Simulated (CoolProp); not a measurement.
R404A at 371.78 K and 6.24 MPa flows at 0.07 m/s in a round tube of 25 mm bore and 45 µm roughness, fully developed (64/Re and Nu = 3.66 if laminar; Colebrook and Gnielinski if turbulent). Each further row changes one setting.

Model: reference Helmholtz-energy equation of state, Lemmon 2003, in CoolProp. It is a pseudo-pure fit of the blend.

```json
[
 {"case": "as stated", "Reynolds number": "21800", "Darcy friction factor": "0.0290", "pressure drop (Pa/m)": "1.54", "heat-transfer coefficient (W/(m² K))": "207", "mass flow (kg/h)": "66.8"},
 {"case": "velocity 0.14 m/s", "Reynolds number": "43600", "Darcy friction factor": "0.0264", "pressure drop (Pa/m)": "5.60", "heat-transfer coefficient (W/(m² K))": "394", "mass flow (kg/h)": "134"},
 {"case": "diameter 50 mm", "Reynolds number": "43600", "Darcy friction factor": "0.0242", "pressure drop (Pa/m)": "0.641", "heat-transfer coefficient (W/(m² K))": "184", "mass flow (kg/h)": "267"}
]
```

Viscosity comes from a separate model (Geller 2000). Thermal conductivity comes from a separate model (Geller 2001).
